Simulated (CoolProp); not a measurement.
Model: reference Helmholtz-energy equation of state, Thol 2018, in CoolProp.

Q: Give the vapour pressure (MPa), liquid density (kg/m³), vapour density (kg/m³), liquid cp (kJ/(kg K)) of saturated hydrogen chloride at 263, 273.1, 308.4 K.

A: 
```csv
T (K),p (MPa),liquid density (kg/m³),vapour density (kg/m³),liquid cp (kJ/(kg K))
263,1.97,966,41.6,1.92
273.1,2.59,928,55.6,2.03
308.4,5.93,741,159,3.56
```
